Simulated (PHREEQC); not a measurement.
PHREEQC input (ion-association model, phreeqc.dat):

```
SOLUTION_MASTER_SPECIES
  Amm  AmmH+  0  AmmH  17.031  # ammonia with no redox link, constants of NH4+
SOLUTION_SPECIES
  AmmH+ = AmmH+
    -log_k 0
    -gamma 2.5 0
    -dw 1.98e-9
  AmmH+ = Amm + H+
    -log_k -9.252
    -delta_h 12.48 kcal
    -analytic 0.6322 -0.001225 -2835.76
    -dw 2.28e-9
  AmmH+ + SO4-2 = AmmHSO4-
    -log_k 1.11
PHASES
  Amm(g)
    Amm = Amm
    -log_k 1.7966
    -analytic -18.758 3.3670e-4 2.5113e3 4.8619 39.192
    -T_c 405.6
    -P_c 111.3
    -Omega 0.25
EXCHANGE_SPECIES
  AmmH+ + X- = AmmHX
    -log_k 0.6
    -gamma 2.5 0
    -delta_h -2.4
SOLUTION 1
  temp 6.6
  units mmol/kgw
  pH 7 charge
  Cl 4.23
  Ca 1.9
  S(6) 0.055
  Na 0.11
  K 0.43
SOLUTION 2
  temp 6.6
  units mmol/kgw
  pH 7 charge
  K 2.9
  B 0.63
  F 3.24
  Amm 0.63
  Si 0.12
  Na 0.24
END
SELECTED_OUTPUT 1
  -reset false
  -pH true
  -pe true
  -ionic_strength true
  -water true
  -totals Amm B Ca Cl F K Na S Si S(-2)
    S(6)
  -molalities H+ Ca+2 Na+ K+ H4SiO4 Cl- SO4-2 H3BO3 F- OH-
    O2 HSO4- S-2 HS- H2S H2BO3- BF(OH)3- BF2(OH)2- BF3OH- BF4-
    HF HF2- CaOH+ CaSO4 CaHSO4+ NaOH NaSO4- NaF KSO4- H3SiO4-
    H2SiO4-2 SiF6-2 AmmH+ Amm AmmHSO4-
  -equilibrium_phases Gypsum Fluorite SiO2(a) Halite Sylvite
PRINT
  -reset false
MIX 1
  1 1
  2 0
EQUILIBRIUM_PHASES 1
  Gypsum 0 0
  Fluorite 0 0
  SiO2(a) 0 0
  Halite 0 0
  Sylvite 0 0
  O2(g) -0.68 10
END
# ... the last block is repeated for the other 10 points of share of solution B
```

Selected output (columns that matter, 11 of 11 rows; share of solution B added in front):

```
share of solution B	pH	mu	Amm	B	Ca	Cl	F	K	Na	S	Si	m_H+	m_Ca+2	Fluorite
0	7.3092	0.0062657	0	0	0.0019	0.00423	0	0.00043	0.00011	5.5e-05	0	5.28e-08	0.0018927	0
0.1	9.3518	0.0056956	6.3e-05	6.3e-05	0.0016073	0.003807	0.00011858	0.000677	0.000123	4.95e-05	1.2e-05	4.7737e-10	0.001601	0.00010271
0.2	9.3924	0.0049667	0.000126	0.000126	0.001262	0.003384	0.00013197	0.000924	0.000136	4.4e-05	2.4e-05	4.331e-10	0.0012573	0.00025801
0.3	9.4077	0.0042474	0.000189	0.000189	0.00092013	0.002961	0.00015226	0.001171	0.000149	3.85e-05	3.6e-05	4.1635e-10	0.0009169	0.00040987
0.4	9.4158	0.0035501	0.000252	0.000252	0.00058589	0.002538	0.00018777	0.001418	0.000162	3.3e-05	4.8e-05	4.0672e-10	0.00058398	0.00055411
0.5	9.421	0.0029214	0.000315	0.000315	0.00027487	0.002115	0.00026975	0.001665	0.000175	2.75e-05	6e-05	4.0005e-10	0.00027406	0.00067513
0.6	9.4244	0.0025923	0.000378	0.000378	6.4286e-05	0.001692	0.00055257	0.001912	0.000188	2.2e-05	7.2e-05	3.959e-10	6.4123e-05	0.00069571
0.7	9.4264	0.0027449	0.000441	0.000441	1.4769e-05	0.001269	0.0011575	0.002159	0.000201	1.65e-05	8.4e-05	3.9456e-10	1.474e-05	0.00055523
0.8	9.4278	0.0030193	0.000504	0.000504	5.9055e-06	0.000846	0.0018438	0.002406	0.000214	1.1e-05	9.6e-05	3.9414e-10	5.8971e-06	0.00037409
0.9	9.4289	0.003312	0.000567	0.000567	3.1519e-06	0.000423	0.0025423	0.002653	0.000227	5.5e-06	0.000108	3.9402e-10	3.1491e-06	0.00018685
1	9.4297	0.0036036	0.00063	0.00063	0	0	0.00324	0.0029	0.00024	0	0.00012	3.9406e-10	0	0
```

Complexes and solids missing from the database can't appear. At this temperature some constants are extrapolated from 25 °C, and those without enthalpy data are left unchanged. SiF6-2 is the database's only silicon fluoride. Real BF4- forms and hydrolyses slowly; the run takes it at equilibrium.
